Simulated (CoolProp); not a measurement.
Properties of propylene along the isotherm 110.45 °C (Tc = 91.1 °C, pc = 4.555 MPa, ω = 0.146).

Model: reference Helmholtz-energy equation of state, Lemmon 2013, in CoolProp.

| p (MPa) | phase | isothermal compressibility (1/MPa) | expansivity (1/kK) | fugacity coefficient |
|---|---|---|---|---|
| 0.285 | gas | 3.575 | 2.764 | 0.9818 |
| 0.569 | gas | 1.827 | 2.937 | 0.9638 |
| 0.854 | gas | 1.244 | 3.130 | [?] |
| 1.14 | gas | 0.9533 | 3.347 | 0.9280 |
| 1.42 | gas | [?] | 3.584 | 0.9107 |
| 1.71 | gas | 0.6691 | 3.863 | 0.8928 |
| 1.99 | gas | 0.5915 | 4.170 | 0.8757 |
| 2.28 | gas | [?] | [?] | 0.8580 |

What belongs in the gaps?


- 0.854, fugacity coefficient: 0.9459
- 1.42, isothermal compressibility (1/MPa): 0.7841
- 2.28, isothermal compressibility (1/MPa): 0.5332
- 2.28, expansivity (1/kK): 4.537
